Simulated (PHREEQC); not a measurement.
Synthetic water in mmol/kgw, 80 °C, pH 3.84, pe 8.7:

```csv
constituent,mmol/kgw
Na,15.5
K,0.0295
Ca,8.41
Mg,1.56
Cl,11.3
S(6),12
N(5),0.0487
```

Valence states are taken as typed.

Model: ion-association model, phreeqc.dat, run in PHREEQC.

Precipitation was switched off in this run.

Q: Order these S species by the share of S that they hold, largest first: NaSO4-, SO4-2, CaSO4, HSO4-, MgSO4.

A: SO4-2 (67 %), CaSO4 (20 %), MgSO4 (7.3 %), NaSO4- (3.0 %), HSO4- (2.1 %)

The pH is 3.84 and the ionic strength 0.0431 mol/kgw. Away from 25 °C the constants follow the database's enthalpies or fits; those with neither stay at their 25 °C values.
